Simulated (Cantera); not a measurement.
Input: 1 mol Cu, 3.2 mol CO, 4 mol H2, held at 1.00 bar.

Cantera equilibrium calculation (NASA polynomials, part measured and part estimated; ideal gas, pure solids and liquids). Candidate condensed phases: C, C6H6, C7H8, C8H18, Cu, CuO, Cu(OH)2, Cu2O, H2O; 113 gas species. Rates play no part.

x: gas mole fraction; n: condensed amount in mol.

```tsv
T (K)	x H2	x CO	x H2O	x CO2	x CH4	n C(graphite)	n Cu(s)	n Cu(l)
798	0.315	0.0417	0.323	0.183	0.138	1.61	1.00	0
898	0.457	0.155	0.179	0.141	0.0670	1.31	1.00	0
998	0.521	(withheld)	(withheld)	(withheld)	(withheld)	(withheld)	1.00	0
1098	0.540	0.413	0.0205	0.0156	0.0106	0.175	1.00	0
1198	0.548	0.437	0.00636	0.00372	0.00481	0.0373	1.00	0
1298	0.552	0.443	0.00227	0.00104	0.00242	0.00631	1.000	0
1398	0.553	0.444	0.000954	0.000354	0.00130	0	0	1.000
1498	0.554	0.444	0.000514	0.000160	0.000666	0	0	1.000
1598	0.555	0.444	(withheld)	(withheld)	(withheld)	0	0	1.000
1698	0.555	0.444	0.000195	4.59e-5	0.000209	0	0	0.999
1798	0.555	0.444	0.000141	2.96e-5	0.000120	0	0	0.996
1898	0.554	0.444	0.000113	2.15e-5	6.81e-5	0	0	0.989
1998	0.552	0.442	9.72e-5	1.70e-5	3.86e-5	0	0	0.969
```

Problem. What belongs in the gaps?

Solution. 
- 1598, x H2O: 0.000302
- 1598, x CO2: 8.08e-5
- 1598, x CH4: 0.000366
- 998, x CO: 0.322
- 998, x H2O: 0.0686
- 998, x CO2: 0.0615
- 998, x CH4: 0.0265
- 998, n C(graphite): 0.645
